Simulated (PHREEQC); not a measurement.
Make-up at 10 °C: 0.0036 mol/kgw Na2S, 0.073 mol/kgw HCl and 0.028 mol/kgw FeCl2. Closed to the air; pH follows from the charge balance.

Model: ion-association model, phreeqc.dat, run in PHREEQC.

Each row changes one thing in this solution. Precipitation was switched off in this run.

```tsv
case	pH	ionic strength (mol/kgw)	Fe+2 (mol/kgw)	FeCl+ (mol/kgw)
as made	1.27	0.154	0.0264	0.00162
FeCl2 from 0.028 to 0.0056 mol/kgw	1.26	0.0893	0.00534	0.000257
diluted 2-fold with water	1.56	0.0775	0.0135	0.000514
temperature from 10 to 40 °C	1.28	0.154	0.0265	0.00155
Na2S left out	1.23	0.154	0.0264	0.00162
FeCl2 from 0.028 to 0.014 mol/kgw	1.27	0.114	0.0133	0.000709
0.11 mol/kgw NaBr added	1.28	0.264	0.0266	0.00137
FeCl2 from 0.028 to 0.28 mol/kgw	1.30	0.841	0.244	0.0361
```

The ionic strength passes 0.7 mol/kgw, the rough limit of the ion-association models, in FeCl2 from 0.028 to 0.28 mol/kgw. Constants without temperature data keep their 25 °C values here.
